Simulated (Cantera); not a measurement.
An adiabatic, constant-volume homogeneous reactor starts with 22.1 % H2, 15.0 % O2, 56.2 % N2, 6.64 % H2O, equivalence ratio 0.74, at 1623 K and 0.380 bar.

Detailed kinetics in Cantera: GRI-Mech 3.0 (53 species, 325 reactions).

Question: Predict: time of steepest temperature rise; temperature at 6.00 s; equilibrium temperature; x(H2) at 6.00 s; x(O2) at 6.00 s; x(H2O) at 6.00 s; x(OH) at 6.00 s; x(NO) at 6.00 s; x(H) at 6.00 s; x(N2O) at 6.00 s.

Answer: 
```
Item                                                                 Value
---------------------------------  ---------------------------------------
time of steepest temperature rise                                  25.1 µs
temperature at 6.00 s                                               2753 K
equilibrium temperature                                             2753 K
x(H2) at 6.00 s                      0.0301 (gas-phase equilibrium 0.0301)
x(O2) at 6.00 s                      0.0397 (gas-phase equilibrium 0.0397)
x(H2O) at 6.00 s                       0.255 (gas-phase equilibrium 0.255)
x(OH) at 6.00 s                      0.0355 (gas-phase equilibrium 0.0355)
x(NO) at 6.00 s                      0.0131 (gas-phase equilibrium 0.0131)
x(H) at 6.00 s                       0.0156 (gas-phase equilibrium 0.0156)
x(N2O) at 6.00 s                   4.94e-7 (gas-phase equilibrium 4.94e-7)
```
